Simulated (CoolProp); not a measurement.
Aqueous potassium formate as a coolant, at 17 °C, 1 atm.

Values from CoolProp's Melinder's fits for secondary coolants.

| mass % | freezing point (°C) | viscosity (mPa s) | conductivity (W/(m K)) | cp (kJ/(kg K)) | density (kg/m³) |
|---|---|---|---|---|---|
| 1 | -0.4 | 1.11 | 0.591 | 4.147 | 1006 |
| 7.6 | [?] | 1.23 | [?] | [?] | 1046 |
| 14.2 | -7.5 | [?] | [?] | 3.657 | 1086 |
| 20.8 | -12.3 | 1.48 | 0.555 | 3.428 | 1128 |
| 27.4 | -18.3 | 1.68 | 0.543 | 3.215 | 1173 |
| 34 | -26.1 | 1.89 | 0.528 | 3.025 | 1219 |
| 40.6 | -36.0 | 2.16 | 0.512 | 2.858 | 1268 |
| 47.2 | -48.3 | [?] | 0.494 | 2.705 | 1321 |

Q: Fill in the missing entries.

A: 
- 7.6, freezing point (°C): -3.6
- 7.6, conductivity (W/(m K)): 0.578
- 7.6, cp (kJ/(kg K)): 3.897
- 14.2, viscosity (mPa s): 1.33
- 14.2, conductivity (W/(m K)): 0.566
- 47.2, viscosity (mPa s): 2.72
